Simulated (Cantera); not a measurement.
An adiabatic, constant-volume homogeneous reactor starts with CH4 : O2 : N2 = 1 : 5 : 18.8 (molar parts), at 1550 K and 4.93 atm. Integrator tolerance rtol = 1e-08.

Model: GRI-Mech 3.0 (53 species, 325 reactions), integrated in Cantera.

Q: What does this change do: pressure from 4.93 atm to 0.533 atm?

A: 
| quantity | before | after |
|---|---|---|
| time of steepest temperature rise | 0.150 ms | 0.953 ms |
| temperature at 0.300 s | 2509 K | 2453 K |
| equilibrium temperature | 2509 K | 2453 K |
| x(CH4) at 0.300 s | <1e-12 (gas-phase equilibrium <1e-12) | <1e-12 (gas-phase equilibrium <1e-12) |
| x(O2) at 0.300 s | 0.111 (gas-phase equilibrium 0.111) | 0.111 (gas-phase equilibrium 0.111) |
| x(CH2CO) at 0.300 s | <1e-12 (gas-phase equilibrium <1e-12) | <1e-12 (gas-phase equilibrium <1e-12) |
| x(O) at 0.300 s | 0.00178 (gas-phase equilibrium 0.00178) | 0.00413 (gas-phase equilibrium 0.00413) |
| x(H) at 0.300 s | 0.000208 (gas-phase equilibrium 0.000208) | 0.000746 (gas-phase equilibrium 0.000746) |
| x(C2H6) at 0.300 s | <1e-12 (gas-phase equilibrium <1e-12) | <1e-12 (gas-phase equilibrium <1e-12) |
| x(HCN) at 0.300 s | 3.43e-12 (gas-phase equilibrium 3.43e-12) | 2.75e-12 (gas-phase equilibrium 2.75e-12) |
